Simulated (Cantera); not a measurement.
A closed system holds: 1 mol Na2CO3, 3.8 mol H2S, 1.6 mol CO2, equilibrated at 1502 °C and 13.3 mbar.

Method: chemical equilibrium by Gibbs-energy minimisation in Cantera with the NASA 1993 tables (ideal gas, pure condensed phases). Kinetics and transport are ignored.

| species | before | after |
|---|---|---|
| H2 | 0.168 | 0.226 |
| Na | 0.184 | 0.213 |
| S2 | 0.141 | 0.177 |
| CO | 0.192 | 0.125 |
| CO2 | 0.0544 | 0.0250 |
| SO2 | 0.0443 | 0.0245 |
| H2S | 0.00858 | 0.0129 |
| SO | 0.0147 | 0.0116 |
| H2O | 0.177 | 0.168 |
| COS | 0.000341 | 0.000249 |
| NaH | 5.64e-5 | 7.56e-5 |
| SH | 0.00626 | 0.00813 |
| OH | 6.75e-5 | 5.51e-5 |
| H | 0.00103 | 0.00119 |
| S2O | 0.000783 | 0.000689 |
Gas species are given as mole fractions.

### Question
Name the change that produced these shifts.
A. CO2 from 1.6 to 0.38 mol
B. temperature from 1502 °C to 1225 °C
C. 0.45 mol O2 added
D. temperature from 1502 °C to 1352 °C

### Answer
A, CO2 from 1.6 to 0.38 mol
